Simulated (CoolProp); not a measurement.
Model: reference Helmholtz-energy equation of state, Thol 2012, in CoolProp.

Task: For benzene, give the phase and the viscosity (µPa s), conductivity (mW/(m K)), fugacity coefficient at 346.85 °C and 3.27 MPa.

Result: 
- 346.85 °C and 3.27 MPa: gas; viscosity 16.1, conductivity 47.1, fugacity coefficient 0.842

Viscosity comes from a separate model (Avgeri 2014). Thermal conductivity comes from a separate model (Assael 2012).
